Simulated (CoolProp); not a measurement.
n-perfluoropentane along the isobar 8910 kPa: density (kg/m³) from the reference equation and from simpler models built on Tc = 147.9 °C, pc = 2063 kPa, ω = 0.436; each cubic takes its own stable root.

Computed with CoolProp (reference Helmholtz-energy equation of state, Gao 2022).

```tsv
T (°C)	phase	reference	van der Waals	Redlich-Kwong	Soave-Redlich-Kwong	Peng-Robinson
-86.45	liquid	1954	1189	1737	1781	1994
-80.55	liquid	1937	1184	1726	1772	1985
-74.65	liquid	1921	1178	1715	1763	1975
-68.75	liquid	1905	1172	1704	1754	1965
-62.85	liquid	1889	1166	1692	1744	1954
-56.95	liquid	1873	1160	1681	1734	1944
-51.05	liquid	1857	1153	1669	1724	1933
-45.15	liquid	1841	1147	1657	1713	1922
-39.25	liquid	1825	1141	1645	1702	1910
-33.35	liquid	1809	1135	1633	1691	1898
-27.45	liquid	1793	1129	1621	1680	1886
-21.45	liquid	1777	1122	1608	1668	1873
-15.55	liquid	1761	1116	1595	1656	1860
-9.65	liquid	1745	1109	1582	1644	1846
```
